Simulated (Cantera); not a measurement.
Ignition delay

Mixture: H₂ : O₂ : N₂ = 1 : 0.278 : 1.04 (molar parts), at 7.00 bar, adiabatic and at constant pressure. Ignition delay is the time to a rise of 400 K.

Computed with Cantera and the H2/O2 subset of GRI-Mech 3.0, which has no nitrogen chemistry. The hydrogen kinetics of GRI-Mech 3.0 are dated; newer H2 mechanisms differ, most at raised pressure. Where the delays flatten at high temperature, the 400 K rule measures the pace of heat release, not the induction time.

```tsv
T0 (K)	delay (ms)
1275	0.00745
1325	0.00498
1375	0.00368
1425	0.00289
1475	0.00236
1525	0.00197
1575	0.00169
```

```json
{
  "apparent activation energy between 1475 and 1575 K": "64 kJ/mol"
}
```
